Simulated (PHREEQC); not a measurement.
**Acid mine or pickling water (model solution)**

Synthetic water in mmol/kgw, 20 °C, pH 3.81, pe 9.2:

```tsv
constituent	mmol/kgw
Na	126
K	0.672
Ca	8.49
Mg	4.45
Cl	42.8
S(6)	51.4
Zn	0.0648
Cd	0.0875
Al	0.393
O(0) (counted as O atoms)	0.235
```

Cl is adjusted to close the charge balance.
Valence states are taken as typed.

Equilibrium calculation in PHREEQC: ion-association model, wateq4f.dat.

No solid was allowed to form.

### Question
Predict the ionic strength.

### Answer
ionic strength 0.181 mol/kgw.

### Question
In which forms is Al present?

### Answer
AlSO4+ 66 %, Al(SO4)2- 24 %, Al+3 10 % of the Al.
